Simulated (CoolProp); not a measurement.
Cyclopentane at 293.15 K and 0.0186 MPa is throttled through a valve to 0.00613 MPa with no heat exchange. Each further row changes one setting.

The numbers come from the reference Helmholtz-energy equation of state, Gedanitz 2015 in CoolProp.

```
case                         temperature change (K)  final density (kg/m³)
---------------------------  ----------------------  ---------------------
as stated                                      -0.5                    [?]
outlet pressure 0.00184 MPa                     [?]                    [?]
outlet pressure 0.00797 MPa                    -0.5                    [?]
```

Task: Some entries are withheld; supply them.

Result: 
- as stated, final density (kg/m³): 0.177
- outlet pressure 0.00184 MPa, temperature change (K): -0.7
- outlet pressure 0.00184 MPa, final density (kg/m³): 0.0531
- outlet pressure 0.00797 MPa, final density (kg/m³): 0.231
